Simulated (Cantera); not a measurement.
A Cantera script and what it prints.

```python
import numpy as np
import cantera as ct

gas_names = [...]  # 113 gases of nasa_gas.yaml made of C, H, O, Ti
cond_names = """
    C(gr) C6H6(L) C7H8(L) C8H18(L),n-octa H2O(s) H2O(L) Ti(a) Ti(b) Ti(L) TiC(s) TiC(L) TiO(a) TiO(b)
    TiO(L) TiO2(ru) TiO2(L) Ti2O3(a) Ti2O3(b) Ti2O3(L) Ti3O5(a) Ti3O5(b) Ti3O5(L) Ti4O7(s) Ti4O7(L)
""".split()


# ... load() reads the species with a 1 bar reference pressure and builds the phases ...
atoms = {
    'Ti(OiPr)4': {'Ti': 1, 'C': 12, 'H': 28, 'O': 4},
    'O2': {'O': 2},
    'H2': {'H': 2},
}
top_T = {'C(gr)': 4500}  # K; cautious upper limits of use, not melting points


# ... equilibrate(T, P, feed) seeds the gas with the atoms and calls Mixture.equilibrate('TP', solver="vcs", rtol=1e-11, max_steps=5000) ...
results = []
feed = {'Ti(OiPr)4': 1, 'O2': 0.43, 'H2': 1.4}  # mol
P = 480  # Pa
for T in [1023, 1073, 1123, 1173, 1223, 1273, 1323, 1373, 1423, 1473]:
    mix = equilibrate(T, P, feed)
    results.append((T, P, feed, dict(zip(mix.species_names, mix.species_moles))))
    x = sorted(zip(gas.X, gas.species_names), reverse=True)
    print(f"T = {T:g} K  P = {P:g} Pa  gas = {mix.phase_moles(0):.4g} mol")
    print("   x: " + "  ".join(f"{s} {v:.3e}" for v, s in x if v > 1e-05))
    print("   condensed (mol): " + ("  ".join(f"{mix.phase(i).name} {mix.phase_moles(i):.4g}"
          for i in range(1, mix.n_phases) if mix.phase_moles(i) > 1e-12) or "none"))
```

It prints:

```
T = 1023 K  P = 480 Pa  gas = 18.25 mol
   x: H2 8.431e-01  CO 1.564e-01  CH4 2.560e-04  H2O 1.733e-04  CO2 4.202e-05
   condensed (mol): C(gr) 9.139  TiO2(ru) 1
T = 1073 K  P = 480 Pa  gas = 18.51 mol
   x: H2 8.318e-01  CO 1.679e-01  CH4 1.526e-04  H2O 8.717e-05  CO2 1.906e-05
   condensed (mol): C(gr) 8.889  Ti4O7(s) 0.25
T = 1123 K  P = 480 Pa  gas = 18.59 mol
   x: H2 8.281e-01  CO 1.717e-01  CH4 9.662e-05  H2O 4.504e-05
   condensed (mol): C(gr) 8.806  Ti3O5(b) 0.3333
T = 1173 K  P = 480 Pa  gas = 18.59 mol
   x: H2 8.282e-01  CO 1.717e-01  CH4 6.405e-05  H2O 2.423e-05
   condensed (mol): C(gr) 8.806  Ti3O5(b) 0.3333
T = 1223 K  P = 480 Pa  gas = 20.26 mol
   x: H2 7.601e-01  CO 2.399e-01  CH4 3.694e-05  H2O 1.758e-05
   condensed (mol): C(gr) 6.14  TiC(s) 1
T = 1273 K  P = 480 Pa  gas = 20.26 mol
   x: H2 7.601e-01  CO 2.399e-01  CH4 2.605e-05  H2O 1.041e-05
   condensed (mol): C(gr) 6.14  TiC(s) 1
T = 1323 K  P = 480 Pa  gas = 20.26 mol
   x: H2 7.601e-01  CO 2.399e-01  H 1.996e-05  CH4 1.885e-05
   condensed (mol): C(gr) 6.14  TiC(s) 1
T = 1373 K  P = 480 Pa  gas = 20.26 mol
   x: H2 7.601e-01  CO 2.399e-01  H 4.190e-05  CH4 1.396e-05
   condensed (mol): C(gr) 6.14  TiC(s) 1
T = 1423 K  P = 480 Pa  gas = 20.26 mol
   x: H2 7.600e-01  CO 2.399e-01  H 8.358e-05  CH4 1.056e-05
   condensed (mol): C(gr) 6.14  TiC(s) 1
T = 1473 K  P = 480 Pa  gas = 20.26 mol
   x: H2 7.600e-01  CO 2.399e-01  H 1.592e-04
   condensed (mol): C(gr) 6.14  TiC(s) 1
```

Cantera equilibrium calculation (NASA polynomials, part measured and part estimated; ideal gas, pure solids and liquids). The feed counts by its element totals alone. TiC: taken at fixed stoichiometry. Condensed phases not in the tables: Magnéli phases beyond Ti4O7.
